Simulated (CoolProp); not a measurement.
Vapour-liquid equilibrium of carbon dioxide (1) + 1-butene (2) at 252.1 K; x and y are mole fractions of (1).

Computed with CoolProp (multi-fluid Helmholtz-energy mixture model, Span 1996 and Lemmon 2005; pair parameters Bell 2016).

Task: Give the bubble pressure and the first vapour's composition at x = 0.125, 0.725, 0.8. Is there an azeotrope?

Result: x = 0.125: 0.3521 MPa, y = 0.851; x = 0.725: 1.437 MPa, y = 0.977; x = 0.8: 1.544 MPa, y = 0.982. No azeotrope shows between x = 0.05 and 0.95.

The pair parameters rest on a limited set of measurements; away from them the model extrapolates. The gap from Raoult's law changes sign with composition, which may be real or a fault of the pair parameters; it wasn't checked against measurements.
